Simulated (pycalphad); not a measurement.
Computed with pycalphad from the COST 507 light-alloy database (1999), at 1 atm. These are 1990s assessments: newer ones move some temperatures and phases. Phase fractions are per mole of atoms.

Problem. Give the equilibrium state of Al-7.464Si-1.026Fe (wt.%) at 610 K.

Solution. 
```
T = 610.00 K, P = 101325 Pa, N = 1 mol of atoms
G = -20586 J/mol, H = 7585 J/mol, S = 46.18 J/(mol K)  (SER reference)
chemical potentials (J/mol): Al -20463, Si -14194, Fe -135625
phase             fraction      x(Al)      x(Si)      x(Fe)
FCC_A1              0.9003     0.9990     0.0010   3.35e-07
DIAMOND_A4          0.0664   1.66e-09     1.0000       none
ALFESI_BETA         0.0333     0.7000     0.1500     0.1500
```

Problem. Give the equilibrium state of Al-7.464Si-1.026Fe (wt.%) at 850 K.

Solution. 
```
T = 850.00 K, P = 101325 Pa, N = 1 mol of atoms
G = -32962 J/mol, H = 22389 J/mol, S = 65.12 J/(mol K)  (SER reference)
chemical potentials (J/mol): Al -33075, Si -23761, Fe -145159
phase             fraction      x(Al)      x(Si)      x(Fe)
LIQUID              0.5195     0.8776     0.1196     0.0028
FCC_A1              0.4570     0.9854     0.0145   2.64e-05
ALFESI_BETA         0.0235     0.7000     0.1500     0.1500
```

Database names, with the compositions (at.%) that they take in these runs: ALFESI_BETA: Al 70 Si 15 Fe 15. FCC_A1 is fcc; DIAMOND_A4 is diamond (Si). An entry "none" or "no" means that the model of the phase leaves that element out.
